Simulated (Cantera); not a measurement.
Premixed flame

A freely propagating, adiabatic, planar premixed flame of CO : H₂ : O₂ : N₂ = 1 : 0.081 : 0.569 : 2.73 (molar parts), unburnt at 400 K and 1.70 bar; mixture-averaged transport, grid criteria slope 0.08 and curve 0.16, no radiation.

Detailed kinetics in Cantera: GRI-Mech 3.0 (53 species, 325 reactions). Burning velocities carry a grid error of a few per cent, more on coarse grids.

```csv
z (mm),T (K),u (m/s),x CO,x H₂,x O₂,x H,x NO,x N₂O
-1.47,400,0.450,0.228,0.0184,0.130,<1e-8,<1e-8,<1e-8
-0.982,400,0.450,0.228,0.0182,0.130,<1e-8,<1e-8,<1e-8
-0.737,400,0.450,0.228,0.0177,0.130,<1e-8,<1e-8,<1e-8
-0.491,403,0.453,0.229,0.0164,0.130,<1e-8,<1e-8,<1e-8
-0.246,474,0.530,0.226,0.0123,0.128,2.54e-8,7.80e-8,<1e-8
-0.123,775,0.858,0.205,0.00815,0.116,0.000158,1.48e-6,4.41e-8
0,1214,1.31,0.158,0.00350,0.0882,0.00211,6.05e-6,2.24e-7
0.123,1503,1.59,0.112,0.00133,0.0609,0.00407,1.47e-5,4.55e-7
0.246,1666,1.73,0.0847,0.00113,0.0471,0.00443,2.44e-5,5.08e-7
0.491,1829,1.88,0.0650,0.00112,0.0379,0.00329,3.91e-5,5.07e-7
0.982,1964,2.00,0.0525,0.000909,0.0321,0.00175,5.80e-5,5.38e-7
1.96,2070,2.09,0.0412,0.000673,0.0270,0.000880,8.70e-5,5.46e-7
3.93,2151,2.16,0.0314,0.000489,0.0225,0.000451,0.000137,4.94e-7
```
x: mole fraction of selected species; z is measured from the peak of heat release.

| Quantity | Value |
|---|---|
| laminar burning velocity | 45.0 cm/s |
| thermal thickness | 0.491 mm |
| peak x(H) | 0.00446 |
| grid points | 115 |
